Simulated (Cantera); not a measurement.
An isothermal, constant-pressure homogeneous reactor starts with NO : N₂ = 1 : 0.67 (molar parts), at 1550 K and 30.8 Torr.

Computed with Cantera and GRI-Mech 3.0 (53 species, 325 reactions). Radical loss at walls, strong at low pressure, is not modelled.

**Question.** Predict: x(NO) at 200 s; x(N₂O) at 200 s; x(O₂) at 200 s; x(N₂) at 200 s; x(NO₂) at 200 s; x(O) at 200 s.

**Answer.** 
* **x(NO) at 200 s**: 0.509 (gas-phase equilibrium 0.00175)
* **x(N₂O) at 200 s**: 8.08e-5 (gas-phase equilibrium 2.02e-8)
* **x(O₂) at 200 s**: 0.0449 (gas-phase equilibrium 0.299)
* **x(N₂) at 200 s**: 0.446 (gas-phase equilibrium 0.700)
* **x(NO₂) at 200 s**: 0.000214 (gas-phase equilibrium 1.95e-6)
* **x(O) at 200 s**: 9.02e-6 (gas-phase equilibrium 2.13e-5)
